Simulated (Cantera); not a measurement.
Input: 1 mol ZrO₂, 25 mol H₂, at 1548.15 K and 11.0 Pa.

Method: chemical equilibrium by Gibbs-energy minimisation in Cantera with the NASA 1993 tables (ideal gas, pure condensed phases). Candidate condensed phases: H₂O, Zr, ZrO₂; 12 gas species. Rates play no part.

Base state: H₂ 0.997, H 0.00294 (mole fractions); condensed: ZrO₂(tetragonal).

### Question
What changes in the equilibrium state with this change: pressure from 11.0 Pa to 79.0 Pa?

### Answer
| species | before | after |
|---|---|---|
| H₂ | 0.997 | 0.999 |
| H | 0.00294 | 0.00110 |
| ZrO₂(tetragonal), mol | 1.00 | 1.00 |
